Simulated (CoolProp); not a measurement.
Vinyl chloride along the isotherm 299.8 K: density (kg/m³) from the reference equation and from simpler models built on Tc = 425.0 K, pc = 5.600 MPa, ω = 0.160; each cubic takes its own stable root.

Computed with CoolProp (reference Helmholtz-energy equation of state, Thol 2022).

```json
[
 {"p (MPa)": "1.75", "phase": "liquid", "reference": "899.1"},
 {"p (MPa)": "3.5", "phase": "liquid", "reference": "902.9"},
 {"p (MPa)": "5.25", "phase": "liquid", "reference": "906.5"},
 {"p (MPa)": "7", "phase": "liquid", "reference": "910.0"},
 {"p (MPa)": "8.75", "phase": "liquid", "reference": "913.4"},
 {"p (MPa)": "10.5", "phase": "liquid", "reference": "916.7"},
 {"p (MPa)": "12.3", "phase": "liquid", "reference": "920.0"},
 {"p (MPa)": "14", "phase": "liquid", "reference": "923.0"}
]
```

Question: How far does each simpler model (van der Waals, Redlich-Kwong, Soave-Redlich-Kwong, Peng-Robinson) lie from the reference over these 8 states: mean and median of the absolute difference, and the worst?

Answer: 
- van der Waals: mean 35.6 %, median 35.4 %, worst -37.1 % at 299.8 K and 1.75 MPa
- Redlich-Kwong: mean 8.0 %, median 7.9 %, worst -8.9 % at 299.8 K and 1.75 MPa
- Soave-Redlich-Kwong: mean 6.3 %, median 6.3 %, worst -6.9 % at 299.8 K and 1.75 MPa
- Peng-Robinson: mean 5.8 %, median 5.8 %, worst +6.1 % at 299.8 K and 14 MPa
